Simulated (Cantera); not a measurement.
Input: 1 mol V, 0.31 mol NH3, 31 mol N2, at 2025 °C and 7.50 Torr.

Method: chemical equilibrium by Gibbs-energy minimisation in Cantera with the NASA 1993 tables (ideal gas, pure condensed phases). Candidate condensed phases: V, VN; 11 gas species. Condensed phases not in the tables: V2N, N, O or C dissolved in the metal. Kinetics and transport are ignored.

Base state: N2 0.970, V 0.0108, H2 0.00975, H 0.00946 (mole fractions); condensed: V(l).

**Question.** What changes in the equilibrium state with this change: V replaced by Zr?

**Answer.** 
```
species       before    after
-----------  -------  -------
N2             0.970    0.980
H2           0.00975   0.0101
H            0.00946  0.00961
V             0.0108        0
V(l), mol      0.654        0
ZrN(s), mol        0    1.000
```
ZrN: taken at fixed stoichiometry. Further candidate phases: Zr, ZrN.

**Question.** What changes in the equilibrium state with this change: pressure from 7.50 Torr to 728 Torr?

**Answer.** 
| species | before | after |
|---|---|---|
| N2 | 0.970 | 0.984 |
| H2 | 0.00975 | 0.0144 |
| H | 0.00946 | 0.00116 |
| V | 0.0108 | 2.67e-5 |
| V(l), mol | 0.654 | 0 |
| VN(s), mol | 0 | 0.999 |
VN: taken at fixed stoichiometry. Condensed phases not in the tables: V2N.

**Question.** What changes in the equilibrium state with this change: temperature from 2025 °C to 1900 °C?

**Answer.** 
| species | before | after |
|---|---|---|
| N2 | 0.970 | 0.980 |
| H2 | 0.00975 | 0.0120 |
| H | 0.00946 | 0.00529 |
| V | 0.0108 | 0.00255 |
| V(l), mol | 0.654 | 0 |
| V(s), mol | 0 | 0.919 |
